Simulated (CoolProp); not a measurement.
A simple Rankine cycle with isobutene: condensing at 315.15 K, boiler at 2.09 MPa, turbine inlet 382.1 K, turbine efficiency 0.75, pump efficiency 0.8, no recuperator. Each further row changes one setting.

Model: reference Helmholtz-energy equation of state, Lemmon 2005, in CoolProp. It is a short technical equation, of lower accuracy than the large ones.

```
case                             thermal efficiency (%)  net work (kJ/kg)  heat in (kJ/kg)  turbine exit temperature (K)  volume ratio over the turbine
-------------------------------  ----------------------  ----------------  ---------------  ----------------------------  -----------------------------
as stated                                          10.0              41.2              410                         331.3                           4.91
turbine inlet 402.1 K                              10.1              46.9              463                         355.8                           4.61
condensing temperature 307.15 K                    11.2              48.1              430                         325.4                           6.12
boiler pressure 1.46 MPa                            8.1              35.3              438                         348.9                           3.09
turbine efficiency 0.65                             8.6              35.3              410                         334.4                           4.97
```
